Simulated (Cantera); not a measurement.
Gas mixture: 14.0 % H2O, 86.0 % NO, at 0.270 bar, frozen composition.

Cantera's kinetic-theory transport with the Lennard-Jones parameters of GRI-Mech 3.0, ideal gas; thermal conductivity in the multicomponent form. Polar gases are described roughly by these parameters. The composition is frozen, though it would react at the higher temperatures.

One state of this run: ρ (kg/m³) = 0.102; cp (J/kg/K) = 1212; μ (µPa s) = 39.3; λ (mW/m/K) = 69.6; Pr = 0.684; D (cm²/s) O = 8.04; D (cm²/s) CO2 = 4.12; D (cm²/s) N2 = 5.18. D: mixture-averaged diffusion coefficient of that species in the mixture.

Problem. Which value of T (K) does it belong to?
(A) 1900
(B) 2150
(C) 900
(D) 400

Solution. C, 900
